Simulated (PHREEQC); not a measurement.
1 kg of water holding 0.25 mol KCl, 0.009 mol SrCl2, 0.038 mol CaCl2, 0.011 mol NaCl and 0.0043 mol MgCl2 is evaporated at 25 °C; the solids stay in contact with the brine. CO2 from the air is kept out. The run lets Bischofite, Brucite, Carnallite, Halite, Portlandite, Sylvite, MgCl2_4H2O precipitate or redissolve, and no other solid.

Computed with PHREEQC (Pitzer model, pitzer.dat).

| water left (kg) | ionic strength | water activity | Sylvite (mol) | Halite (mol) |
|---|---|---|---|---|
| 1 | 0.415 | 0.989 | 0 | 0 |
| 0.6755 | 0.614 | 0.984 | 0 | 0 |
| 0.5552 | 0.747 | 0.981 | 0 | 0 |
| 0.4563 | 0.909 | 0.976 | 0 | 0 |
| 0.3082 | 1.35 | 0.965 | 0 | 0 |
| 0.2082 | 1.99 | 0.948 | 0 | 0 |
| 0.1711 | 2.42 | 0.936 | 0 | 0 |
| 0.1407 | 2.95 | 0.921 | 0 | 0 |
| 0.09502 | 4.37 | 0.879 | 0 | 0 |
| 0.06418 | 6.25 | 0.821 | 0.0138 | 0 |
| 0.05275 | 6.58 | 0.814 | 0.0678 | 0 |
| 0.04335 | 6.99 | 0.804 | 0.112 | 0 |
| 0.0293 | 8.15 | 0.771 | 0.176 | 0 |
| 0.01979 | 10.1 | 0.704 | 0.216 | 0 |
| 0.01627 | 11.5 | 0.648 | 0.228 | 0 |
| 0.01337 | 13.3 | 0.572 | 0.237 | 0 |
| 0.00903 | 17.8 | 0.399 | 0.245 | 0.00921 |

Sylvite from water left = 0.06418 kg; Halite from water left = 0.01099 kg.
